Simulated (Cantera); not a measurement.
# Thermodynamics of fluorocarbon and chlorocarbon gases, feed CCl₄ + F₂

A closed system holds: 1 mol CCl₄, 0.019 mol F₂, equilibrated at 14.0 mbar.

Equilibrium computed with Cantera from the NASA thermochemical tables; the gas is ideal and each condensed phase is pure. Candidate condensed phases: C; 27 gas species. The tables' values for CCl are old estimates; treat these amounts as uncertain. Rates play no part.

```tsv
T (K)	x Cl	x C₃	x F	x C	x C₂	x CF	x Cl₂	x C₅	n C(graphite)
2773	0.988	0.00161	0.00874	0.000349	0.000157	0.000605	0.000347	1.40e-5	0.975
2798	0.987	0.00220	0.00870	0.000460	0.000215	0.000641	0.000313	2.09e-5	0.966
2823	0.986	0.00299	0.00866	0.000604	0.000293	0.000677	0.000284	3.09e-5	0.955
2848	0.985	0.00403	0.00862	0.000789	0.000397	0.000714	0.000257	4.54e-5	0.940
2873	0.983	0.00541	0.00857	0.00102	0.000536	0.000752	0.000233	6.62e-5	0.921
2898	0.981	0.00722	0.00851	0.00133	0.000719	0.000790	0.000211	9.60e-5	0.895
2923	0.978	0.00959	0.00845	0.00171	0.000959	0.000829	0.000192	0.000138	0.861
2948	0.974	0.0127	0.00837	0.00219	0.00127	0.000868	0.000174	0.000198	0.816
2973	0.969	0.0167	0.00829	0.00279	0.00168	0.000906	0.000158	0.000281	0.758
```
x: gas mole fraction; n: condensed amount in mol.

From 2773 K to 2973 K the condensed part is C(graphite). The main C-bearing gas is C₃ throughout. The share of C in condensed phases is highest at 2773 K (97.5 %) and lowest at 2973 K (75.8 %).
